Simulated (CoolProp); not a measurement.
R13 along the isotherm 202.5 K: fugacity coefficient from the reference equation and from simpler models built on Tc = 303.0 K, pc = 3.973 MPa, ω = 0.175; each cubic takes its own stable root.

Computed with CoolProp (reference Helmholtz-energy equation of state, Platzer 1990). This equation is an older, rougher fit; its heat capacities, sound speeds and derivatives of the liquid may be far off and weren't checked against measurements.

| p (MPa) | phase | reference | van der Waals | Peng-Robinson |
|---|---|---|---|---|
| 4.41 | liquid | 0.04444 | 0.1587 | 0.04349 |
| 8.83 | liquid | 0.02664 | 0.1040 | 0.02562 |
| 13.2 | liquid | 0.02131 | 0.09045 | 0.02014 |
| 17.7 | liquid | 0.01907 | 0.08799 | 0.01770 |
| 22.1 | liquid | 0.01824 | 0.09103 | 0.01663 |
| 26.5 | liquid | 0.01813 | 0.09775 | 0.01624 |
| 30.9 | liquid | 0.01852 | 0.1077 | 0.01630 |
| 35.3 | liquid | 0.01928 | 0.1208 | 0.01668 |
| 39.7 | liquid | 0.02037 | 0.1373 | 0.01731 |
